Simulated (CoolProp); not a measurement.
Vapour-liquid equilibrium of R22 (1) + R115 (2) at 300.4 K; x and y are mole fractions of (1).

Model: multi-fluid Helmholtz-energy mixture model, Kamei 1995 and Lemmon 2016; pair parameters Bell 2016, in CoolProp.

```json
[
 {"x": "0.05", "bubble pressure, mixture model (MPa)": "1.018", "bubble pressure, Raoult's law (MPa)": "0.9655", "y, mixture model": "0.090", "y, Raoult's law": "0.057"},
 {"x": "0.125", "bubble pressure, mixture model (MPa)": "1.085", "bubble pressure, Raoult's law (MPa)": "0.9768", "y, mixture model": "0.192", "y, Raoult's law": "0.142"},
 {"x": "0.2", "bubble pressure, mixture model (MPa)": "1.131", "bubble pressure, Raoult's law (MPa)": "0.9881", "y, mixture model": "0.270", "y, Raoult's law": "0.224"},
 {"x": "0.275", "bubble pressure, mixture model (MPa)": "1.164", "bubble pressure, Raoult's law (MPa)": "0.9994", "y, mixture model": "0.336", "y, Raoult's law": "0.305"},
 {"x": "0.35", "bubble pressure, mixture model (MPa)": "1.186", "bubble pressure, Raoult's law (MPa)": "1.011", "y, mixture model": "0.396", "y, Raoult's law": "0.384"},
 {"x": "0.425", "bubble pressure, mixture model (MPa)": "1.200", "bubble pressure, Raoult's law (MPa)": "1.022", "y, mixture model": "0.453", "y, Raoult's law": "0.461"},
 {"x": "0.5", "bubble pressure, mixture model (MPa)": "1.207", "bubble pressure, Raoult's law (MPa)": "1.033", "y, mixture model": "0.509", "y, Raoult's law": "0.536"},
 {"x": "0.575", "bubble pressure, mixture model (MPa)": "1.207", "bubble pressure, Raoult's law (MPa)": "1.045", "y, mixture model": "0.568", "y, Raoult's law": "0.610"},
 {"x": "0.65", "bubble pressure, mixture model (MPa)": "1.201", "bubble pressure, Raoult's law (MPa)": "1.056", "y, mixture model": "0.630", "y, Raoult's law": "0.682"},
 {"x": "0.725", "bubble pressure, mixture model (MPa)": "1.190", "bubble pressure, Raoult's law (MPa)": "1.067", "y, mixture model": "0.698", "y, Raoult's law": "0.753"},
 {"x": "0.8", "bubble pressure, mixture model (MPa)": "1.173", "bubble pressure, Raoult's law (MPa)": "1.079", "y, mixture model": "0.771", "y, Raoult's law": "0.822"},
 {"x": "0.875", "bubble pressure, mixture model (MPa)": "1.151", "bubble pressure, Raoult's law (MPa)": "1.090", "y, mixture model": "0.851", "y, Raoult's law": "0.890"},
 {"x": "0.95", "bubble pressure, mixture model (MPa)": "1.127", "bubble pressure, Raoult's law (MPa)": "1.101", "y, mixture model": "0.938", "y, Raoult's law": "0.957"}
]
```

The largest gap from Raoult's law is +17.4 % in bubble pressure, at x = 0.425. y crosses x between x = 0.5 and 0.575: the model has an azeotrope there.

The pair parameters rest on a limited set of measurements; away from them the model extrapolates.
